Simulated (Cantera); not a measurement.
Feed: 1 mol BF3, 1.5 mol N2, held at 2050 °C and 1.70 mbar.

These are equilibrium values from Cantera (NASA tables, ideal gas, pure condensed phases), not measurements of a reactor. Candidate condensed phases: B, BN; 13 gas species. The tables' values for BF2 are old estimates; treat these amounts as uncertain. Kinetics and transport are ignored.

Base state: N2 0.589, BF3 0.375, F 0.0178, BF2 0.0172, BF 0.000308 (mole fractions); condensed: gas only.

Question: What changes in the equilibrium state with this change: pressure from 1.70 mbar to 10.0 mbar?

Answer: 
```json
[
 {"species": "N2", "before": "0.589", "after": "0.596"},
 {"species": "BF3", "before": "0.375", "after": "0.390"},
 {"species": "F", "before": "0.0178", "after": "0.00739"},
 {"species": "BF2", "before": "0.0172", "after": "0.00729"},
 {"species": "BF", "before": "0.000308", "after": "5.34e-5"}
]
```

Question: What changes in the equilibrium state with this change: pressure from 1.70 mbar to 0.133 bar?

Answer: 
| species | before | after |
|---|---|---|
| N2 | 0.589 | 0.599 |
| BF3 | 0.375 | 0.397 |
| F | 0.0178 | 0.00203 |
| BF2 | 0.0172 | 0.00203 |
| BF | 0.000308 | 4.05e-6 |
